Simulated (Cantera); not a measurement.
Charge: 1 mol SF6, 0.05 mol O2, 20 mol N2, held at 3248.15 K and 0.400 bar.

Method: chemical equilibrium by Gibbs-energy minimisation in Cantera with the NASA 1993 tables (ideal gas, pure condensed phases). Candidate condensed phases: S; 35 gas species. Rates play no part.

Base state: N2 0.742, F 0.221, S 0.0306, SO 0.00198, S2 0.00153, SF 0.00133, O 0.00124, NO 0.000419 (mole fractions); condensed: gas only.

Q: What changes in the equilibrium state with this change: SF6 replaced by HF?

A: 
| species | before | after |
|---|---|---|
| N2 | 0.742 | 0.939 |
| HF | 0 | 0.0371 |
| F | 0.221 | 0.00986 |
| S | 0.0306 | 0 |
| H | 0 | 0.00901 |
| SO | 0.00198 | 0 |
| S2 | 0.00153 | 0 |
| SF | 0.00133 | 0 |
| H2 | 0 | 0.000318 |
Further candidate phases: H2O.

Q: What changes in the equilibrium state with this change: SF6 replaced by S?

A: 
```
species   before    after
-------  -------  -------
N2         0.742    0.953
S         0.0306   0.0396
SO       0.00198  0.00280
F          0.221        0
SF       0.00133        0
SF2      2.08e-5        0
S2       0.00153  0.00256
SO2      2.50e-5  3.85e-5
```
